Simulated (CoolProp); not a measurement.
A simple Rankine cycle with n-perfluorohexane: condensing at 291.15 K, boiler at 0.859 MPa, turbine inlet 449 K, turbine efficiency 0.8, pump efficiency 0.6, no recuperator. Each further row changes one setting.

The numbers come from the reference Helmholtz-energy equation of state, Gao 2022 in CoolProp.

| case | thermal efficiency (%) | net work (kJ/kg) | heat in (kJ/kg) | turbine exit temperature (K) | volume ratio over the turbine |
|---|---|---|---|---|---|
| as stated | (withheld) | 28.3 | 230 | (withheld) | (withheld) |
| condensing temperature 283.15 K | 13.1 | 31.3 | (withheld) | 408.2 | (withheld) |
| boiler pressure 0.601 MPa | 11.3 | 26.4 | 234 | 416.6 | 29.8 |
| turbine efficiency 0.7 | 10.7 | (withheld) | 230 | 415.2 | (withheld) |

### Question
Fill in the missing entries.

### Answer

- as stated, thermal efficiency (%): 12.3
- as stated, turbine exit temperature (K): 411.4
- as stated, volume ratio over the turbine: 45.6
- condensing temperature 283.15 K, heat in (kJ/kg): 239
- condensing temperature 283.15 K, volume ratio over the turbine: 66.6
- turbine efficiency 0.7, net work (kJ/kg): 24.7
- turbine efficiency 0.7, volume ratio over the turbine: 46.0
